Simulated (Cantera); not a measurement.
Feed: 1 mol Si, 1.9 mol NF3, 0.16 mol H2, equilibrated at 120 Pa.

Equilibrium computed with Cantera from the NASA thermochemical tables; the gas is ideal and each condensed phase is pure. Candidate condensed phases: Si, Si3N4; 37 gas species. The numbers say what is thermodynamically allowed, not how fast it happens.

x: gas mole fraction; nothing condenses.

| T (K) | x F | x SiF4 | x N2 | x F2 | x HF | x NF3 |
|---|---|---|---|---|---|---|
| 798 | 0.0966 | 0.322 | 0.305 | 0.172 | 0.103 | (withheld) |
| 848 | 0.172 | 0.309 | 0.293 | 0.127 | 0.0988 | (withheld) |
| 898 | 0.254 | 0.295 | 0.280 | 0.0763 | 0.0944 | (withheld) |
| 948 | 0.318 | 0.284 | 0.270 | 0.0373 | 0.0909 | (withheld) |
| 998 | 0.352 | 0.278 | 0.264 | 0.0161 | 0.0891 | (withheld) |
| 1048 | 0.367 | 0.276 | 0.262 | 0.00677 | 0.0883 | (withheld) |
| 1098 | 0.373 | 0.275 | 0.261 | 0.00295 | 0.0879 | (withheld) |
| 1148 | 0.376 | 0.274 | 0.261 | 0.00136 | 0.0878 | (withheld) |
| 1198 | 0.377 | 0.274 | 0.260 | 0.000663 | 0.0877 | (withheld) |
| 1248 | 0.378 | 0.274 | 0.260 | 0.000341 | 0.0877 | (withheld) |

Task: Some entries are withheld; supply them.

Result: 
- 798, x NF3: 0.00101
- 848, x NF3: 0.000197
- 898, x NF3: 3.20e-5
- 948, x NF3: 4.29e-6
- 998, x NF3: 5.29e-7
- 1048, x NF3: 6.86e-8
- 1098, x NF3: 1.01e-8
- 1148, x NF3: 1.71e-9
- 1198, x NF3: 3.33e-10
- 1248, x NF3: 7.36e-11
